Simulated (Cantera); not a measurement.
Feed: 1 mol SiCl4, 4.3 mol HCl, 4.4 mol H2, equilibrated at 1.00 bar.

These are equilibrium values from Cantera (NASA tables, ideal gas, pure condensed phases), not measurements of a reactor. Candidate condensed phases: Si; 19 gas species. The tables' values for SiCl3 are old estimates; treat these amounts as uncertain. Kinetics and transport are ignored. All values below are at 1200 K.

Base state: H2 0.450, HCl 0.447, SiCl4 0.0997, SiHCl3 0.00273, SiCl3 0.000600, SiCl2 3.17e-5 (mole fractions); condensed: gas only.

Q: What changes in the equilibrium state with this change: SiCl4 replaced by Si?

A: 
```
species   before    after
-------  -------  -------
H2         0.450    0.795
SiCl4     0.0997   0.0950
HCl        0.447   0.0760
SiHCl3   0.00273   0.0270
SiH3Cl   9.65e-9  1.02e-5
SiH2Cl2  9.82e-6  0.00101
SiCl2    3.17e-5  0.00184
```
